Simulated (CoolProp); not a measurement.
Vapour pressure (kPa) of CH3F (R41): the reference equation beside estimates from Tc = 317.3 K, pc = 5906 kPa, ω = 0.200. Clausius-Clapeyron is anchored at 195.6 K with a constant enthalpy of vaporisation of 16.56 kJ/mol.

The numbers come from the reference Helmholtz-energy equation of state, Lemmon 2006 in CoolProp. It is a short technical equation, of lower accuracy than the large ones.

```json
[
 {"T (K)": "189.8", "reference": "76.33", "Lee-Kesler": "(withheld)", "Clausius-Clapeyron": "77.59", "van der Waals": "(withheld)", "Redlich-Kwong": "117.2", "Soave-Redlich-Kwong": "72.86", "Peng-Robinson": "74.46"},
 {"T (K)": "195.6", "reference": "105.9", "Lee-Kesler": "101.7", "Clausius-Clapeyron": "105.9", "van der Waals": "598.9", "Redlich-Kwong": "159.9", "Soave-Redlich-Kwong": "102.2", "Peng-Robinson": "103.8"},
 {"T (K)": "201.3", "reference": "143.1", "Lee-Kesler": "139.0", "Clausius-Clapeyron": "141.3", "van der Waals": "703.0", "Redlich-Kwong": "212.4", "Soave-Redlich-Kwong": "139.4", "Peng-Robinson": "140.9"},
 {"T (K)": "207.1", "reference": "190.9", "Lee-Kesler": "187.2", "Clausius-Clapeyron": "186.4", "van der Waals": "820.7", "Redlich-Kwong": "278.0", "Soave-Redlich-Kwong": "187.5", "Peng-Robinson": "188.6"},
 {"T (K)": "212.9", "reference": "250.2", "Lee-Kesler": "247.5", "Clausius-Clapeyron": "242.2", "van der Waals": "950.8", "Redlich-Kwong": "(withheld)", "Soave-Redlich-Kwong": "247.5", "Peng-Robinson": "248.1"},
 {"T (K)": "218.6", "reference": "321.5", "Lee-Kesler": "320.3", "Clausius-Clapeyron": "309.1", "van der Waals": "1091", "Redlich-Kwong": "451.1", "Soave-Redlich-Kwong": "320.2", "Peng-Robinson": "319.7"},
 {"T (K)": "224.4", "reference": "409.1", "Lee-Kesler": "410.0", "Clausius-Clapeyron": "391.2", "van der Waals": "1248", "Redlich-Kwong": "563.1", "Soave-Redlich-Kwong": "409.8", "Peng-Robinson": "408.1"},
 {"T (K)": "230.1", "reference": "511.9", "Lee-Kesler": "515.4", "Clausius-Clapeyron": "487.4", "van der Waals": "1415", "Redlich-Kwong": "691.4", "Soave-Redlich-Kwong": "515.4", "Peng-Robinson": "512.0"},
 {"T (K)": "235.9", "reference": "635.5", "Lee-Kesler": "642.2", "Clausius-Clapeyron": "603.0", "van der Waals": "1599", "Redlich-Kwong": "842.2", "Soave-Redlich-Kwong": "642.7", "Peng-Robinson": "(withheld)"},
 {"T (K)": "241.7", "reference": "780.4", "Lee-Kesler": "790.8", "Clausius-Clapeyron": "738.4", "van der Waals": "1798", "Redlich-Kwong": "1015", "Soave-Redlich-Kwong": "792.4", "Peng-Robinson": "784.5"},
 {"T (K)": "247.4", "reference": "945.8", "Lee-Kesler": "960.1", "Clausius-Clapeyron": "892.8", "van der Waals": "2009", "Redlich-Kwong": "1207", "Soave-Redlich-Kwong": "963.4", "Peng-Robinson": "952.8"},
 {"T (K)": "253.2", "reference": "1140", "Lee-Kesler": "1158", "Clausius-Clapeyron": "1074", "van der Waals": "2239", "Redlich-Kwong": "1427", "Soave-Redlich-Kwong": "1164", "Peng-Robinson": "1150"},
 {"T (K)": "259", "reference": "1362", "Lee-Kesler": "1385", "Clausius-Clapeyron": "1280", "van der Waals": "2484", "Redlich-Kwong": "1674", "Soave-Redlich-Kwong": "1394", "Peng-Robinson": "1377"},
 {"T (K)": "264.7", "reference": "1611", "Lee-Kesler": "1637", "Clausius-Clapeyron": "1511", "van der Waals": "2741", "Redlich-Kwong": "1943", "Soave-Redlich-Kwong": "1652", "Peng-Robinson": "1631"},
 {"T (K)": "270.5", "reference": "1897", "Lee-Kesler": "(withheld)", "Clausius-Clapeyron": "1775", "van der Waals": "3020", "Redlich-Kwong": "2246", "Soave-Redlich-Kwong": "1947", "Peng-Robinson": "1923"}
]
```

Task: Complete the blanks.

Result: 
- 189.8, Lee-Kesler: 72.38
- 189.8, van der Waals: 504.3
- 212.9, Redlich-Kwong: 357.7
- 235.9, Peng-Robinson: 637.3
- 270.5, Lee-Kesler: 1927

Absolute difference from the reference over all 15 rows, mean and median: Lee-Kesler 1.8 and 1.6 %, Clausius-Clapeyron 4.1 and 4.8 %, van der Waals 223.4 and 176.4 %, Redlich-Kwong 35.5 and 35.1 %, Soave-Redlich-Kwong 1.9 and 1.9 %, Peng-Robinson 1.0 and 0.9 %.
